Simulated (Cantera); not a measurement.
A Cantera script and what it prints.

```python
import numpy as np
import cantera as ct

gas_names = [...]  # 47 gases of nasa_gas.yaml made of H, N, O
cond_names = """
    H2O(s) H2O(L)
""".split()


# ... load() reads the species with a 1 bar reference pressure and builds the phases ...
atoms = {
    'NH3': {'N': 1, 'H': 3},
    'O2': {'O': 2},
}
top_T = {}  # K; cautious upper limits of use, not melting points


# ... equilibrate(T, P, feed) seeds the gas with the atoms and calls Mixture.equilibrate('TP', solver="vcs", rtol=1e-11, max_steps=5000) ...
results = []
feed = {'NH3': 1, 'O2': 0.15}  # mol
P = 17  # Pa
for T in [2500, 3000, 3500, 4000, 4500, 5000]:
    mix = equilibrate(T, P, feed)
    results.append((T, P, feed, dict(zip(mix.species_names, mix.species_moles))))

top = {s: max(r[3][s] / sum(r[3][g] for g in gas_names) for r in results) for s in gas_names}
cols = sorted((s for s in top if top[s] > 1e-06), key=lambda s: -top[s])[:5]
seen = [c for c in cond_names if any(r[3].get(c, 0) > 1e-12 for r in results)]
print("log10 of partial pressures in bar; condensed amounts in mol")
print(f"{'T/K':>10s}" + "".join(f"{s[:9]:>10s}" for s in cols + seen))
for T, P, feed, n in results:
    ng = sum(n[g] for g in gas_names)
    print(f"{T:10.4g}" + "".join(f"{np.log10(max(n[s] / ng * P / 1e5, 1e-99)):10.3f}" for s in cols)
          + "".join(f"{n.get(c, 0):10.4g}" for c in seen))
```

Result:

```
log10 of partial pressures in bar; condensed amounts in mol
       T/K         H         N        N2        H2         O
      2500    -3.959    -8.829    -4.589    -4.718    -5.013
      3000    -3.875    -7.181    -4.649    -6.147    -4.877
      3500    -3.874    -5.986    -4.662    -7.290    -4.875
      4000    -3.882    -5.122    -4.743    -8.169    -4.882
      4500    -3.906    -4.595    -5.098    -8.890    -4.906
      5000    -3.923    -4.428    -5.898    -9.462    -4.923
```

Equilibrium computed with Cantera from the NASA thermochemical tables; the gas is ideal and each condensed phase is pure.
